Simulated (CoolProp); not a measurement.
Properties of carbon dioxide along the isotherm 68.35 °C.

Computed with CoolProp (reference Helmholtz-energy equation of state, Span 1996).

```
p (bar)          phase       Z  cp (kJ/(kg K))  cv (kJ/(kg K))  speed of sound (m/s)
-------  -------------  ------  --------------  --------------  --------------------
46.1               gas  0.8419           1.183          0.7717                 262.7
92.2     supercritical  0.6485           2.028          0.8756                 241.7
138      supercritical  0.4639           3.592          0.9595                 261.5
184      supercritical  0.4492           2.793          0.9313                 349.7
231      supercritical  0.4967           2.330          0.9139                 427.8
277      supercritical  0.5546           2.108          0.9074                 488.9
323      supercritical  0.6156           1.977          0.9050                 540.0
369      supercritical  0.6774           1.891          0.9046                 584.2
```

The peak of cp marks the crossing from liquid-like to gas-like fluid above the critical point.
